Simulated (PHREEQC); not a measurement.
A solution holds 0.019 mol/kgw CaCl2, 3e-05 mol/kgw NaHCO3 and 0.0078 mol/kgw NaCl, at 25 °C. Closed to the air; pH follows from the charge balance.

All values are PHREEQC results (ion-association model, phreeqc.dat), not measurements.

Question: The ionic strength comes out as 0.0648 mol/kgw. What activity coefficients do Cl-, Na+, CaHCO3+, Ca+2, HCO3- get?

Answer: Cl- 0.80, Na+ 0.81, CaHCO3+ 0.82, Ca+2 0.44, HCO3- 0.81.

No solid was allowed to form.
